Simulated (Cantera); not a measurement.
Input: 1 mol Pb, 1.2 mol H2, at 0.00133 bar.

Cantera equilibrium calculation (NASA polynomials, part measured and part estimated; ideal gas, pure solids and liquids). Candidate condensed phases: Pb; 4 gas species. Equilibrium is a limit: real reactors are often held back by kinetics, nucleation or transport.

x: gas mole fraction; n: condensed amount in mol.

```json
[
 {"T (°C)": "225", "x H2": "1.00", "x Pb": "1.38e-12", "x H": "<1e-12", "x Pb2": "<1e-12", "n Pb(s)": "1.00", "n Pb(l)": "0"},
 {"T (°C)": "375", "x H2": "1.00", "x Pb": "___", "x H": "<1e-12", "x Pb2": "<1e-12", "n Pb(s)": "0", "n Pb(l)": "1.00"},
 {"T (°C)": "525", "x H2": "1.000", "x Pb": "4.30e-5", "x H": "7.30e-11", "x Pb2": "2.96e-12", "n Pb(s)": "0", "n Pb(l)": "1.000"},
 {"T (°C)": "675", "x H2": "0.996", "x Pb": "0.00359", "x H": "1.43e-8", "x Pb2": "4.97e-9", "n Pb(s)": "0", "n Pb(l)": "0.996"},
 {"T (°C)": "825", "x H2": "___", "x Pb": "___", "x H": "___", "x Pb2": "___", "n Pb(s)": "0", "n Pb(l)": "___"},
 {"T (°C)": "975", "x H2": "0.545", "x Pb": "0.455", "x H": "9.45e-6", "x Pb2": "1.26e-5", "n Pb(s)": "0", "n Pb(l)": "0"},
 {"T (°C)": "1125", "x H2": "0.545", "x Pb": "0.455", "x H": "9.57e-5", "x Pb2": "6.73e-6", "n Pb(s)": "0", "n Pb(l)": "0"},
 {"T (°C)": "1275", "x H2": "0.545", "x Pb": "0.454", "x H": "0.000623", "x Pb2": "4.03e-6", "n Pb(s)": "0", "n Pb(l)": "0"}
]
```

**Question.** Complete the blanks.

**Answer.** 
- 825, x H2: 0.912
- 825, x Pb: 0.0876
- 825, x H: 6.47e-7
- 825, x Pb2: 1.04e-6
- 825, n Pb(l): 0.885
- 375, x Pb: 6.31e-8
